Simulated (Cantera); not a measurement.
**Adiabatic ignition**

An adiabatic, constant-pressure homogeneous reactor starts with 34.8 % H2, 13.7 % O2, 51.5 % N2, at 1023 K and 760000 Pa.

Detailed kinetics in Cantera: the H2/O2 subset of GRI-Mech 3.0, which has no nitrogen chemistry. The hydrogen kinetics of GRI-Mech 3.0 are dated; newer H2 mechanisms differ, most at raised pressure.

```
t (s)     T (K)    x H2     x O2    x HO2       x O       x H    x H2O2
--------  -----  ------  -------  -------  --------  --------  --------
9.00e-6    1023   0.348    0.137  1.00e-8  1.07e-11  1.11e-10  1.18e-10
2.78e-5    1023   0.348    0.137  3.15e-8  1.20e-11  1.24e-10   1.15e-9
8.56e-5    1023   0.348    0.137  1.01e-7  1.63e-11  1.70e-10   1.10e-8
0.000264   1023   0.348    0.137  3.60e-7  3.56e-11  3.70e-10   1.08e-7
0.000814   1023   0.348    0.137  2.29e-6  2.11e-10   2.20e-9   1.48e-6
0.00251    1025   0.348    0.137  3.03e-5   5.74e-9   5.93e-8   7.55e-5
0.00774    2837  0.0865  0.00102  1.64e-6  0.000729   0.00999   3.54e-7
0.0239     2837  0.0865  0.00102  1.64e-6  0.000729   0.00999   3.54e-7
0.0736     2837  0.0865  0.00102  1.64e-6  0.000729   0.00999   3.54e-7
0.227      2837  0.0865  0.00102  1.64e-6  0.000729   0.00999   3.54e-7
0.700      2837  0.0865  0.00102  1.64e-6  0.000729   0.00999   3.54e-7
```
x: mole fraction; the columns are a selection and need not sum to one.

```yaml
time_of_steepest_temperature_rise: 5.05 ms
temperature at 0.700 s: 2837 K
equilibrium_temperature: 2837 K
x(H2) at 0.700 s: 0.0865 (gas-phase equilibrium 0.0865)
x(O2) at 0.700 s: 0.00102 (gas-phase equilibrium 0.00102)
x(HO2) at 0.700 s: 1.64e-6 (gas-phase equilibrium 1.64e-6)
```
